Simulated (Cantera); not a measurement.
An adiabatic, constant-volume homogeneous reactor starts with H2 : O2 : N2 = 1 : 0.417 : 1.57 (molar parts), equivalence ratio 1.2, at 1050 K and 9.87 atm. Integrator tolerance rtol = 1e-08.

Detailed kinetics in Cantera: GRI-Mech 3.0 (53 species, 325 reactions). The hydrogen kinetics of GRI-Mech 3.0 are dated; newer H2 mechanisms differ, most at raised pressure. Above 3000 K some thermodynamic fits are extrapolated.

Q: What does this change do: 0.21 parts NO added?

A: 
```
quantity                                                            before                                    after
---------------------------------  ---------------------------------------  ---------------------------------------
time of steepest temperature rise                                  2.39 ms                                  30.4 µs
temperature at 2.00 s                                               3132 K                                   3250 K
equilibrium temperature                                             3132 K                                   3250 K
x(H2) at 2.00 s                      0.0775 (gas-phase equilibrium 0.0775)    0.0444 (gas-phase equilibrium 0.0444)
x(O2) at 2.00 s                    0.00250 (gas-phase equilibrium 0.00250)    0.0147 (gas-phase equilibrium 0.0147)
x(N2O) at 2.00 s                   1.35e-6 (gas-phase equilibrium 1.35e-6)  3.76e-6 (gas-phase equilibrium 3.76e-6)
x(H2O2) at 2.00 s                  1.55e-6 (gas-phase equilibrium 1.55e-6)  4.47e-6 (gas-phase equilibrium 4.47e-6)
x(NO) at 2.00 s                    0.00530 (gas-phase equilibrium 0.00530)    0.0145 (gas-phase equilibrium 0.0145)
x(OH) at 2.00 s                      0.0173 (gas-phase equilibrium 0.0173)    0.0334 (gas-phase equilibrium 0.0334)
x(HO2) at 2.00 s                   7.38e-6 (gas-phase equilibrium 7.38e-6)  3.40e-5 (gas-phase equilibrium 3.40e-5)
```
The mechanism lacks 2 NO + O2 → 2 NO2 and HONO, so NO2 and the effect of NO are under-described below about 1400 K.
